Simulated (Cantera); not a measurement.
Input: 1 mol MgF₂, 0.082 mol O₂, 31 mol N₂, equilibrated at 0.133 bar.

Method: chemical equilibrium by Gibbs-energy minimisation in Cantera with the NASA 1993 tables (ideal gas, pure condensed phases). Candidate condensed phases: Mg, MgF₂, MgO; 24 gas species. Rates play no part.

Task: At 927 °C, list the 3 most abundant gas species with their mole fractions, and the condensed phases.

Result: N₂ 0.997, O₂ 0.00263, NO 2.46e-5. Condensed: MgF₂(s).
